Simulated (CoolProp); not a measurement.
A simple Rankine cycle with R134a: condensing at 297.15 K, boiler at 1.69 MPa, turbine inlet 335.5 K, turbine efficiency 0.6, pump efficiency 0.7, no recuperator. Each further row changes one setting.

Model: reference Helmholtz-energy equation of state, Tillner-Roth 1994, in CoolProp.

```csv
case,thermal efficiency (%),net work (kJ/kg),heat in (kJ/kg),turbine exit temperature (K),volume ratio over the turbine
as stated,5.3,[?],195,303.2,2.84
turbine inlet 355.5 K,5.5,12.1,[?],326.7,2.74
condensing temperature 289.15 K,6.5,13.3,206,296.7,3.66
boiler pressure 1.18 MPa,[?],7.51,207,318.0,1.87
turbine efficiency 0.5,4.3,8.48,195,305.2,[?]
```

Problem. What belongs in the gaps?

Solution. 
- as stated, net work (kJ/kg): 10.4
- turbine inlet 355.5 K, heat in (kJ/kg): 220
- boiler pressure 1.18 MPa, thermal efficiency (%): 3.6
- turbine efficiency 0.5, volume ratio over the turbine: 2.87
